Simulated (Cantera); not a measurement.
An isothermal, constant-pressure homogeneous reactor starts with NH3 : H2 : N2 = 1 : 0.97 : 0.0085 (molar parts), at 1673 K and 6700 Pa.

Model: the gas-phase N/H chemistry of the illustrative SiF4/NH3 mechanism in the Surface Chemkin manual (1991), integrated in Cantera. Walls and surfaces, which speed up NH3 decomposition in real reactors, are not modelled.

Task: Predict: x(NH3) at 100 s; x(H2) at 100 s; x(N2) at 100 s; x(N2H2) at 100 s; x(NH2) at 100 s.

Result: 
```
Quantity                                             Value
----------------  ----------------------------------------
x(NH3) at 100 s     0.0239 (gas-phase equilibrium 8.02e-7)
x(H2) at 100 s         0.813 (gas-phase equilibrium 0.829)
x(N2) at 100 s         0.163 (gas-phase equilibrium 0.171)
x(N2H2) at 100 s    1.12e-8 (gas-phase equilibrium <1e-12)
x(NH2) at 100 s   1.73e-5 (gas-phase equilibrium 9.73e-10)
```
